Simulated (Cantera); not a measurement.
Charge: 1 mol SrCl2, 2.3 mol H2, equilibrated at 0.440 bar.

Equilibrium computed with Cantera from the NASA thermochemical tables; the gas is ideal and each condensed phase is pure. Candidate condensed phases: Sr, SrCl2; 8 gas species. Kinetics and transport are ignored.

Question: What share of the Sr ends up in condensed phases as a function of T (°C), at 625, 775, 925, 1075, 1225, 1375, 1525?

Answer: 
```csv
T (°C),Sr condensed (%),as
625,100.0,SrCl2(s)
775,100.0,SrCl2(s)
925,100.0,SrCl2(l)
1075,100.0,SrCl2(l)
1225,99.8,SrCl2(l)
1375,98.1,SrCl2(l)
1525,89.6,SrCl2(l)
```
